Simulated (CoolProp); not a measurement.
The numbers come from the reference Helmholtz-energy equation of state, Penoncello 2003 in CoolProp.

### Question
For CHF3 (R23), give the phase and the cv (kJ/(kg K)), Joule-Thomson coefficient (K/MPa) at 201.85 °C and 0.906 MPa; 201.85 °C and 1.81 MPa.

### Answer
- 201.85 °C and 0.906 MPa: gas; cv 0.847, Joule-Thomson coefficient 3.48
- 201.85 °C and 1.81 MPa: gas; cv 0.851, Joule-Thomson coefficient 3.44
